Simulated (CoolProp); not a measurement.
Values from CoolProp's reference Helmholtz-energy equation of state, Akasaka 2023.

### Question
For R1336mzz(E), give the phase and the speed of sound (m/s) at 410 K and 27.2 kPa; 410 K and 41 kPa; 410 K and 61.9 kPa.

### Answer
- 410 K and 27.2 kPa: gas; speed of sound 148
- 410 K and 41 kPa: gas; speed of sound 148
- 410 K and 61.9 kPa: gas; speed of sound 147
